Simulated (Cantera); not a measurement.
**Thermodynamics of aluminium nitride and oxide growth, feed AlI₃ + O₂ + N₂**

Charge: 1 mol AlI₃, 0.41 mol O₂, a varied amount of N₂, equilibrated at 1250 K and 13300 Pa.

Equilibrium computed with Cantera from the NASA thermochemical tables; the gas is ideal and each condensed phase is pure. Candidate condensed phases: Al, AlI₃, AlN, Al₂O₃, I₂; 21 gas species. Mutual solubility and eutectic melting of coexisting phases are not modelled. Equilibrium is a limit: real reactors are often held back by kinetics, nucleation or transport.

```tsv
n(N₂) (mol)	x N₂	x I	x AlI₃	x I₂	x AlI	n AlN(s)	n Al₂O₃(s)
32	0.934	0.0540	0.00919	0.00308	4.64e-6	0.139	0.273
41	0.945	0.0468	0.00595	0.00232	4.00e-6	0.195	0.273
53	0.955	0.0398	0.00366	0.00168	3.39e-6	0.251	0.273
69	0.963	0.0333	0.00212	0.00117	2.82e-6	0.302	0.273
88	0.970	0.0278	0.00123	0.000818	2.34e-6	0.342	0.273
110	0.975	0.0233	0.000725	0.000576	1.96e-6	0.371	0.273
150	0.981	0.0180	0.000331	0.000342	1.51e-6	0.403	0.273
190	0.985	0.0146	0.000177	0.000225	1.22e-6	0.419	0.273
250	0.988	0.0113	8.30e-5	0.000136	9.48e-7	0.432	0.273
320	0.991	0.00900	4.14e-5	8.57e-5	7.51e-7	0.440	0.273
```
x: gas mole fraction; n: condensed amount in mol.

From 32 mol N₂ to 320 mol N₂ the condensed part is AlN(s) + Al₂O₃(s). The main Al-bearing gas is AlI₃ throughout. The share of Al in condensed phases is highest at 320 mol N₂ (98.6 %) and lowest at 32 mol N₂ (68.6 %).
